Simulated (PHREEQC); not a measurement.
Dissolve 0.8 mol/kgw MgSO4 and 0.0097 mol/kgw H3BO3 at 20 °C. Closed to the air; pH follows from the charge balance.

Computed with PHREEQC (Pitzer model, pitzer.dat).

Each row changes one thing in this solution. No solid was allowed to form.

| case | pH | ionic strength (mol/kgw) |
|---|---|---|
| as made | 5.44 | 3.20 |
| temperature from 20 to 5 °C | (withheld) | 3.20 |
| MgSO4 left out | 5.62 | 2.38e-6 |
| diluted 2-fold with water | 5.72 | (withheld) |
| H3BO3 left out | 6.62 | 3.20 |
| diluted 5-fold with water | 5.99 | (withheld) |
| H3BO3 from 0.0097 to 0.00485 mol/kgw | 5.59 | 3.20 |

Complete the blanks.


- temperature from 20 to 5 °C, pH: 5.36
- diluted 2-fold with water, ionic strength (mol/kgw): 1.60
- diluted 5-fold with water, ionic strength (mol/kgw): 0.640

In brines, pH and single-ion activities rest on the MacInnes convention. At this temperature some constants are extrapolated from 25 °C, and those without enthalpy data are left unchanged.
